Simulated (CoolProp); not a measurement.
R407C at 298.15 K and 0.0734 MPa is compressed adiabatically to 0.289 MPa with isentropic efficiency 0.7. Each further row changes one setting.

The numbers come from the reference Helmholtz-energy equation of state, Lemmon 2003 in CoolProp. It is a pseudo-pure fit of the blend.

```
case             work (kJ/kg)  final temperature (K)  final density (kg/m³)
---------------  ------------  ---------------------  ---------------------
as stated                60.0                  368.2                   8.31
efficiency 1             42.0                  349.1                   8.81
efficiency 0.65          64.6                  373.0                   8.20
```
